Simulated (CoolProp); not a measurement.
Computed with CoolProp (reference Helmholtz-energy equation of state, Lemmon 2003). It is a pseudo-pure fit of the blend.

**Question.** For R404A, give the phase and the Joule-Thomson coefficient (K/MPa), conductivity (mW/(m K)) at 266.6 K and 284 kPa; 266.6 K and 6560 kPa.

**Answer.** 
- 266.6 K and 284 kPa: gas; Joule-Thomson coefficient 26.5, conductivity 11.4
- 266.6 K and 6560 kPa: liquid; Joule-Thomson coefficient -0.179, conductivity 82.2

Thermal conductivity comes from a separate model (Geller 2001).
